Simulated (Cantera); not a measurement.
A diamond (100) surface in a fixed gas of H2 with x(CH4) = 0.0074, x(CH3) = 3.1e-05, at 1225 K, 0.0247 atm; coverages are run to steady state.

Detailed kinetics in Cantera: the Harris–Goodwin 1993 mechanism for the reconstructed diamond (100) surface.

θ: site fractions in the mechanism's names (c6HH fully hydrogenated, c6H* and c6*H radical sites, c6** diradical, c6HM methylated).

```json
[
 {"x(H)": "0.0001", "growth (µm/h)": "0.00773", "θ c6HH": "0.627", "θ c6H*": "0.0278", "θ c6*H": "0.340", "θ c6**": "0.00490", "θ c6HM": "7.91e-5"},
 {"x(H)": "0.0002", "growth (µm/h)": "0.0187", "θ c6HH": "0.548", "θ c6H*": "0.0335", "θ c6*H": "0.408", "θ c6**": "0.00975", "θ c6HM": "0.000103"},
 {"x(H)": "0.00039", "growth (µm/h)": "0.0349", "θ c6HH": "0.495", "θ c6H*": "0.0370", "θ c6*H": "0.452", "θ c6**": "0.0159", "θ c6HM": "0.000125"},
 {"x(H)": "0.00078", "growth (µm/h)": "…", "θ c6HH": "0.461", "θ c6H*": "0.0391", "θ c6*H": "0.477", "θ c6**": "…", "θ c6HM": "0.000143"},
 {"x(H)": "0.0015", "growth (µm/h)": "…", "θ c6HH": "0.442", "θ c6H*": "0.0402", "θ c6*H": "0.490", "θ c6**": "…", "θ c6HM": "0.000154"},
 {"x(H)": "0.0031", "growth (µm/h)": "0.118", "θ c6HH": "0.431", "θ c6H*": "0.0407", "θ c6*H": "0.497", "θ c6**": "0.0309", "θ c6HM": "0.000158"},
 {"x(H)": "0.006", "growth (µm/h)": "0.171", "θ c6HH": "0.426", "θ c6H*": "0.0410", "θ c6*H": "0.500", "θ c6**": "0.0328", "θ c6HM": "0.000153"},
 {"x(H)": "0.012", "growth (µm/h)": "0.257", "θ c6HH": "0.423", "θ c6H*": "0.0412", "θ c6*H": "0.502", "θ c6**": "0.0340", "θ c6HM": "0.000138"},
 {"x(H)": "0.024", "growth (µm/h)": "0.378", "θ c6HH": "0.422", "θ c6H*": "0.0413", "θ c6*H": "0.502", "θ c6**": "0.0346", "θ c6HM": "0.000114"}
]
```

### Question
Fill in the missing entries.

### Answer

- 0.00078, growth (µm/h): 0.0564
- 0.00078, θ c6**: 0.0223
- 0.0015, growth (µm/h): 0.0810
- 0.0015, θ c6**: 0.0272
